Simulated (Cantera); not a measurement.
## Silicon epitaxy and polysilicon growth: SiH2Cl2 + N2

Input: 1 mol SiH2Cl2, a varied amount of N2, equilibrated at 1823 K and 101000 Pa.

Cantera equilibrium calculation (NASA polynomials, part measured and part estimated; ideal gas, pure solids and liquids). Candidate condensed phases: NH4Cl, Si, Si3N4; 28 gas species. The tables' values for SiCl3 are old estimates; treat these amounts as uncertain. Equilibrium is a limit: real reactors are often held back by kinetics, nucleation or transport.

```json
[
 {"n(N2) (mol)": "12", "x N2": "0.856", "x HCl": "0.0738", "x H2": "0.0366", "x SiCl2": "0.0267", "n Si3N4(s)": "0.184"},
 {"n(N2) (mol)": "17", "x N2": "0.895", "x HCl": "0.0549", "x H2": "0.0263", "x SiCl2": "0.0200", "n Si3N4(s)": "0.185"},
 {"n(N2) (mol)": "23", "x N2": "0.920", "x HCl": "0.0420", "x H2": "0.0196", "x SiCl2": "0.0154", "n Si3N4(s)": "0.185"},
 {"n(N2) (mol)": "32", "x N2": "0.941", "x HCl": "0.0311", "x H2": "0.0142", "x SiCl2": "0.0115", "n Si3N4(s)": "0.185"},
 {"n(N2) (mol)": "44", "x N2": "0.957", "x HCl": "0.0231", "x H2": "0.0103", "x SiCl2": "0.00865", "n Si3N4(s)": "0.186"},
 {"n(N2) (mol)": "60", "x N2": "0.968", "x HCl": "0.0173", "x H2": "0.00758", "x SiCl2": "0.00650", "n Si3N4(s)": "0.186"},
 {"n(N2) (mol)": "82", "x N2": "0.976", "x HCl": "0.0128", "x H2": "0.00555", "x SiCl2": "0.00486", "n Si3N4(s)": "0.186"},
 {"n(N2) (mol)": "110", "x N2": "0.982", "x HCl": "0.00963", "x H2": "0.00413", "x SiCl2": "0.00368", "n Si3N4(s)": "0.186"},
 {"n(N2) (mol)": "150", "x N2": "0.987", "x HCl": "0.00712", "x H2": "0.00302", "x SiCl2": "0.00274", "n Si3N4(s)": "0.186"}
]
```
x: gas mole fraction; n: condensed amount in mol.

From 12 mol N2 to 150 mol N2 the condensed part is Si3N4(s). The main Si-bearing gas is SiCl2 throughout.
